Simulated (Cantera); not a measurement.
An adiabatic, constant-volume homogeneous reactor starts with 3.76 % CO, 1.88 % H2, 4.89 % CH4, 16.6 % O2, 72.9 % N2, equivalence ratio 0.76, at 1500 K and 12.0 bar.

Model: GRI-Mech 3.0 (53 species, 325 reactions), integrated in Cantera. The pressure lies above the range GRI-Mech 3.0 was tuned for (to about 10 atm).

### Question
Predict: time of steepest temperature rise; temperature at 5.00 s; equilibrium temperature; x(CO) at 5.00 s; x(H2) at 5.00 s; x(O2) at 5.00 s; x(NO2) at 5.00 s.

### Answer
```json
{
  "time_of_steepest_temperature_rise": "40.7 µs",
  "temperature at 5.00 s": "2907 K",
  "equilibrium_temperature": "2907 K",
  "x(CO) at 5.00 s": "0.0176 (gas-phase equilibrium 0.0176)",
  "x(H2) at 5.00 s": "0.00374 (gas-phase equilibrium 0.00374)",
  "x(O2) at 5.00 s": "0.0377 (gas-phase equilibrium 0.0377)",
  "x(NO2) at 5.00 s": "2.18e-5 (gas-phase equilibrium 2.18e-5)"
}
```
